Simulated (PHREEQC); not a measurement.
0.019 g of hydrous ferric oxide (600 m²/g; 0.2 weak and 0.005 strong sites per Fe, Dzombak-Morel constants, diffuse double layer) in 1 kg of water with 0.01 mol/kgw of an inert sodium salt and 1.1e-05 mol/kgw Ag2SO4, at 25 °C; the pH is set by adding NaOH or the inert anion's acid. Oxygen alone is held at its pressure in air (log pO2 = -0.68). CO2 from the air is kept out. Nothing may precipitate in this run.

Base run: PHREEQC, ion-association model, wateq4f.dat. Each further column changes one thing. The table gives S sorbed (%).

```
pH   base  no electrostatic term (-no_edl)  background salt from 0.01 to 0.001 mol/kgw  oxide from 0.019 to 0.095 g/kgw
---  ----  -------------------------------  ------------------------------------------  -------------------------------
3    97.3                              0.0                                        99.8                            100.0
4    93.0                              0.0                                        98.7                             99.8
4.5  84.3                              0.0                                        94.3                             99.5
5    68.0                              0.0                                        80.9                             98.1
6    23.9                              0.0                                        33.3                             69.6
7     1.5                              0.0                                         2.4                              6.9
7.5   0.2                              0.0                                         0.3                              0.9
8     0.0                              0.0                                         0.0                              0.1
9     0.0                              0.0                                         0.0                              0.0
```

The oxide is taken as insoluble; below pH 4 it would dissolve.
